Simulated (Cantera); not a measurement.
A freely propagating, adiabatic, planar premixed flame of 8.33 % CH4, 19.4 % O2, 69.7 % N2, 2.58 % CO2, unburnt at 675 K and 0.132 atm; mixture-averaged transport, grid criteria slope 0.08 and curve 0.16, no radiation.

Detailed kinetics in Cantera: GRI-Mech 3.0 (53 species, 325 reactions). Burning velocities carry a grid error of a few per cent, more on coarse grids.

x: mole fraction of selected species; z is measured from the peak of heat release.

| z (mm) | T (K) | u (m/s) | x CH4 | x O2 | x CO2 | x CH2O | x C2H | x CH2 |
|---|---|---|---|---|---|---|---|---|
| -6.07 | 675 | 2.06 | 0.0832 | 0.194 | 0.0258 | 1.61e-7 | <1e-8 | <1e-8 |
| -4.05 | 676 | 2.07 | 0.0830 | 0.194 | 0.0258 | 3.20e-6 | <1e-8 | <1e-8 |
| -3.04 | 680 | 2.08 | 0.0825 | 0.193 | 0.0257 | 1.54e-5 | <1e-8 | <1e-8 |
| -2.02 | 712 | 2.19 | 0.0799 | 0.190 | 0.0257 | 7.43e-5 | <1e-8 | 1.51e-8 |
| -1.01 | 965 | 3.01 | 0.0613 | 0.169 | 0.0268 | 0.000474 | <1e-8 | 1.00e-6 |
| -0.506 | 1306 | 4.13 | 0.0352 | 0.134 | 0.0306 | 0.00102 | <1e-8 | 1.70e-5 |
| 0 | (withheld) | 5.28 | (withheld) | (withheld) | (withheld) | (withheld) | (withheld) | (withheld) |
| 0.506 | 1798 | 5.76 | 0.00106 | 0.0629 | 0.0482 | 0.000171 | 6.48e-8 | 1.37e-5 |
| 1.01 | 1828 | 5.85 | 6.36e-5 | 0.0522 | 0.0567 | 1.22e-5 | <1e-8 | 9.38e-7 |
| 2.02 | 1849 | 5.89 | 2.28e-7 | 0.0464 | 0.0671 | 4.55e-8 | <1e-8 | <1e-8 |
| 4.05 | 1874 | 5.95 | <1e-8 | 0.0439 | 0.0740 | <1e-8 | <1e-8 | <1e-8 |
| 8.09 | 1909 | 6.05 | <1e-8 | 0.0427 | 0.0765 | <1e-8 | <1e-8 | <1e-8 |
| 16.2 | 1962 | 6.19 | <1e-8 | 0.0413 | 0.0785 | <1e-8 | <1e-8 | <1e-8 |

What belongs in the gaps?


- 0, T (K): 1653
- 0, x CH4: 0.00971
- 0, x O2: 0.0904
- 0, x CO2: 0.0384
- 0, x CH2O: 0.000819
- 0, x C2H: 9.22e-8
- 0, x CH2: 5.00e-5
